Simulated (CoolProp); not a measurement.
Properties of carbon monoxide along the isotherm 73.2 K.

Model: reference Helmholtz-energy equation of state, Lemmon 2006, in CoolProp. It is a short technical equation, of lower accuracy than the large ones.

| p (MPa) | phase | cp (kJ/(kg K)) | cv (kJ/(kg K)) | isothermal compressibility (1/MPa) | expansivity (1/kK) |
|---|---|---|---|---|---|
| 0.0166 | gas | 1.058 | 0.7502 | 60.79 | 14.04 |
| 0.0378 | liquid | 2.142 | 1.211 | 0.002365 | 4.992 |
| 0.0859 | liquid | 2.142 | 1.211 | 0.002362 | 4.989 |
| 0.196 | liquid | 2.141 | 1.212 | 0.002356 | 4.980 |
| 0.445 | liquid | 2.139 | 1.212 | 0.002343 | 4.962 |
| 1.01 | liquid | 2.135 | 1.213 | 0.002313 | 4.920 |
| 2.31 | liquid | 2.127 | 1.216 | 0.002247 | 4.827 |
| 5.25 | liquid | 2.110 | 1.222 | 0.002114 | 4.637 |
